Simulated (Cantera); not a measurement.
What does this Cantera script print?

```python
import numpy as np
import cantera as ct

gas_names = [...]  # 47 gases of nasa_gas.yaml made of Cl, H, N, O, Si
cond_names = """
    H2O(s) H2O(L) NH4CL(a) NH4CL(b) Si(cr) Si(L) SiO2(Lqz) SiO2(hqz) SiO2(L) Si2N2O(s) Si3N4(a)
""".split()


# ... load() reads the species with a 1 bar reference pressure and builds the phases ...
atoms = {
    'SiCl4': {'Si': 1, 'CL': 4},
    'N2O': {'N': 2, 'O': 1},
    'H2': {'H': 2},
}
top_T = {'Si2N2O(s)': 2100, 'Si3N4(a)': 2400}  # K; cautious upper limits of use, not melting points


# ... equilibrate(T, P, feed) seeds the gas with the atoms and calls Mixture.equilibrate('TP', solver="vcs", rtol=1e-11, max_steps=5000) ...
results = []
feed = {'SiCl4': 1, 'N2O': 2, 'H2': 88}  # mol
P = 10000  # Pa
for T in [600, 750, 900, 1050, 1200, 1350, 1500, 1650, 1800, 1950, 2100]:
    mix = equilibrate(T, P, feed)
    results.append((T, P, feed, dict(zip(mix.species_names, mix.species_moles))))
    x = sorted(zip(gas.X, gas.species_names), reverse=True)
    print(f"T = {T:g} K  P = {P:g} Pa  gas = {mix.phase_moles(0):.4g} mol")
    print("   x: " + "  ".join(f"{s} {v:.3e}" for v, s in x if v > 1e-06))
    print("   condensed (mol): " + ("  ".join(f"{mix.phase(i).name} {mix.phase_moles(i):.4g}"
          for i in range(1, mix.n_phases) if mix.phase_moles(i) > 1e-12) or "none"))
```

Output:

```
T = 600 K  P = 10000 Pa  gas = 91.95 mol
   x: H2 9.345e-01  HCL 4.350e-02  N2 2.148e-02  NH3 5.508e-04
   condensed (mol): SiO2(Lqz) 1  Si2N2O(s) 1.561e-05
T = 750 K  P = 10000 Pa  gas = 91.99 mol
   x: H2 9.347e-01  HCL 4.348e-02  N2 2.171e-02  NH3 6.802e-05  H2O 3.189e-06
   condensed (mol): SiO2(Lqz) 0.9998  Si2N2O(s) 9.773e-05
T = 900 K  P = 10000 Pa  gas = 92 mol
   x: H2 9.348e-01  HCL 4.348e-02  N2 2.173e-02  NH3 1.614e-05  H2O 1.029e-05
   condensed (mol): SiO2(hqz) 0.9994  Si2N2O(s) 0.0003153
T = 1050 K  P = 10000 Pa  gas = 92 mol
   x: H2 9.348e-01  HCL 4.348e-02  N2 2.173e-02  H2O 2.302e-05  NH3 5.651e-06
   condensed (mol): SiO2(hqz) 0.9986  Si2N2O(s) 0.0007056
T = 1200 K  P = 10000 Pa  gas = 92 mol
   x: H2 9.348e-01  HCL 4.348e-02  N2 2.172e-02  H2O 4.159e-05  NH3 2.546e-06
   condensed (mol): SiO2(hqz) 0.9975  Si2N2O(s) 0.001273
T = 1350 K  P = 10000 Pa  gas = 92 mol
   x: H2 9.347e-01  HCL 4.348e-02  N2 2.172e-02  H2O 6.533e-05  H 7.286e-06  SiO 1.948e-06  NH3 1.363e-06
   condensed (mol): SiO2(hqz) 0.9959  Si2N2O(s) 0.001917
T = 1500 K  P = 10000 Pa  gas = 92.01 mol
   x: H2 9.345e-01  HCL 4.346e-02  N2 2.174e-02  H2O 1.305e-04  SiO 1.228e-04  H 5.381e-05  SiCL2 3.646e-06  CL 2.017e-06
   condensed (mol): SiO2(hqz) 0.9883
T = 1650 K  P = 10000 Pa  gas = 92.1 mol
   x: H2 9.328e-01  HCL 4.342e-02  N2 2.172e-02  H2O 9.046e-04  SiO 9.015e-04  H 2.775e-04  CL 1.013e-05  SiCL2 1.541e-06
   condensed (mol): SiO2(hqz) 0.9168
T = 1800 K  P = 10000 Pa  gas = 92.47 mol
   x: H2 9.250e-01  HCL 4.322e-02  N2 2.163e-02  H2O 4.505e-03  SiO 4.504e-03  H 1.089e-03  CL 3.894e-05
   condensed (mol): SiO2(L) 0.5834
T = 1950 K  P = 10000 Pa  gas = 93.17 mol
   x: H2 9.107e-01  HCL 4.281e-02  N2 2.147e-02  SiO 1.073e-02  H2O 1.073e-02  H 3.459e-03  CL 1.219e-04  OH 3.701e-06
   condensed (mol): none
T = 2100 K  P = 10000 Pa  gas = 93.45 mol
   x: H2 9.050e-01  HCL 4.248e-02  N2 2.140e-02  SiO 1.070e-02  H2O 1.069e-02  H 9.373e-03  CL 3.237e-04  OH 1.318e-05
   condensed (mol): none
```

These are equilibrium values from Cantera (NASA tables, ideal gas, pure condensed phases), not measurements of a reactor. Mutual solubility and eutectic melting of coexisting phases are not modelled. The tables hold silica as quartz up to 1696 K and as liquid above; real silica turns to tridymite and cristobalite and melts near 1996 K.
